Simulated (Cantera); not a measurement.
Input: 1 mol Fe₃O₄, 1.3 mol C, 0.013 mol CO, equilibrated at 580 Pa.

These are equilibrium values from Cantera (NASA tables, ideal gas, pure condensed phases), not measurements of a reactor. Candidate condensed phases: C, Fe, Fe(CO)₅, FeO, Fe₂O₃, Fe₃O₄; 15 gas species. Mutual solubility and eutectic melting of coexisting phases are not modelled. The tables' stoichiometric FeO is somewhat more stable than real wüstite, so its field is too wide. FeO: taken at fixed stoichiometry. Rates play no part.

At 1473 K, list the 3 most abundant gas species with their mole fractions, and the condensed phases.

CO 0.859, CO₂ 0.141, Fe 1.44e-5. Condensed: Fe(γ) + FeO(s).
